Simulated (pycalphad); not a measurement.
Effect of Mg content in Al-Si-Mg

Source of the numbers: pycalphad with the COST 507 light-alloy database (1999); pressure 1 atm. These are 1990s assessments: newer ones move some temperatures and phases. Amounts are mole fractions of atoms.

| alloy | liquidus (°C) | first solid | solidus (°C) | phases at 227 °C |
|---|---|---|---|---|
| Al-0.22Si-1.5Mg (at.%) | 652 | FCC_A1 | 620 | FCC_A1 0.99, MG2SI 0.01 |
| Al-0.22Si-2Mg (at.%) | 650 | FCC_A1 | 610 | FCC_A1 0.99, MG2SI 0.01 |
| Al-0.22Si-6Mg (at.%) | [?] | FCC_A1 | [?] | [?] |
| Al-0.22Si-8Mg (at.%) | 622 | FCC_A1 | 545 | FCC_A1 0.91, ALMG_BETA 0.09, MG2SI 0.01 |

Q: Complete the blanks.

A: 
- Al-0.22Si-6Mg (at.%), liquidus (°C): 632
- Al-0.22Si-6Mg (at.%), solidus (°C): 569
- Al-0.22Si-6Mg (at.%), phases at 227 °C: FCC_A1 0.97, ALMG_BETA 0.03, MG2SI 0.01

Database names, with the compositions (at.%) that they take in these runs: MG2SI: Mg 67 Si 33; ALMG_BETA: Al 61 Mg 39. FCC_A1 is fcc.
